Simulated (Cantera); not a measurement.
What does this Cantera script print?

```python
import numpy as np
import cantera as ct

gas = ct.Solution("gri30.yaml")
gas.TPX = 1650, 101325, {'CO': 1, 'H2': 0.032, 'O2': 0.272, 'N2': 1.02, 'H2O': 0.0035}
reactor = ct.IdealGasConstPressureReactor(gas, energy="on", clone=False)
net = ct.ReactorNet([reactor])
net.rtol, net.atol = 1e-08, 1e-16
show = ['CO', 'H2', 'O2', 'OH', 'H2O', 'NO']
times = np.geomspace(2e-06, 0.3, 10)

steps = ct.SolutionArray(gas, extra=["t"])
rows = []
print(f"{'t/s':>10s}{'T/K':>9s}{'P/Pa':>11s}" + "".join(f"{s:>11s}" for s in show))
for t in times:
    while net.time < t:
        t_next = net.step()
        steps.append(gas.state, t=t_next)
    rows.append([np.interp(t, steps.t, y) for y in (steps.T, steps.P, *steps(*show).X.T)])
    print(f"{t:10.3e}{rows[-1][0]:9.1f}{rows[-1][1]:11.4g}" + "".join(f"{x:11.3e}" for x in rows[-1][2:]))
rate = np.gradient(steps.T, steps.t)
print("integrator steps:", len(steps.t))
if steps.T.max() > steps.T[0] + 200:
    print(f"time of steepest temperature rise: {steps.t[rate.argmax()]:.4e} s")
gas.TPX = 1650, 101325, {'CO': 1, 'H2': 0.032, 'O2': 0.272, 'N2': 1.02, 'H2O': 0.0035}
gas.equilibrate("HP")
print(f"equilibrium (HP): T = {gas.T:.1f} K  " + "  ".join(f"{s} {gas[s].X[0]:.3e}" for s in show))
```

Result:

```
       t/s      T/K       P/Pa         CO         H2         O2         OH        H2O         NO
 2.000e-06   1650.0  1.013e+05  4.296e-01  1.375e-02  1.169e-01  2.234e-07  1.504e-03  4.753e-14
 7.519e-06   1650.0  1.013e+05  4.296e-01  1.374e-02  1.168e-01  5.206e-06  1.509e-03  1.667e-12
 2.827e-05   1699.0  1.013e+05  4.023e-01  1.943e-03  8.882e-02  2.935e-03  6.908e-03  4.963e-07
 1.063e-04   2158.1  1.013e+05  3.211e-01  1.430e-03  3.532e-02  4.696e-03  2.798e-03  7.736e-05
 3.995e-04   2668.0  1.013e+05  2.960e-01  1.914e-03  2.716e-02  7.027e-03  7.098e-03  1.110e-03
 1.502e-03   2870.1  1.013e+05  2.810e-01  1.924e-03  1.845e-02  6.528e-03  9.138e-03  6.743e-03
 5.646e-03   2867.0  1.013e+05  2.813e-01  1.945e-03  1.763e-02  6.406e-03  9.210e-03  9.069e-03
 2.123e-02   2866.9  1.013e+05  2.813e-01  1.945e-03  1.762e-02  6.405e-03  9.211e-03  9.082e-03
 7.980e-02   2866.9  1.013e+05  2.813e-01  1.945e-03  1.762e-02  6.405e-03  9.211e-03  9.082e-03
 3.000e-01   2866.9  1.013e+05  2.813e-01  1.945e-03  1.762e-02  6.405e-03  9.211e-03  9.082e-03
integrator steps: 1191
time of steepest temperature rise: 3.8387e-05 s
equilibrium (HP): T = 2866.9 K  CO 2.813e-01  H2 1.945e-03  O2 1.762e-02  OH 6.405e-03  H2O 9.211e-03  NO 9.082e-03
```

Detailed kinetics in Cantera: GRI-Mech 3.0 (53 species, 325 reactions).
